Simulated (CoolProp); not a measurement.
The numbers come from the reference Helmholtz-energy equation of state, Thol 2016 in CoolProp.

### Question
For hexamethyldisiloxane (MM), give the phase and the cp (kJ/(kg K)), cv (kJ/(kg K)), Joule-Thomson coefficient (K/MPa) at 563.2 K and 0.0611 MPa; 563.2 K and 0.72 MPa; 563.2 K and 1.64 MPa.

### Answer
- 563.2 K and 0.0611 MPa: gas; cp 2.16, cv 2.10, Joule-Thomson coefficient 6.80
- 563.2 K and 0.72 MPa: gas; cp 2.20, cv 2.12, Joule-Thomson coefficient 7.82
- 563.2 K and 1.64 MPa: gas; cp 2.35, cv 2.14, Joule-Thomson coefficient 9.81
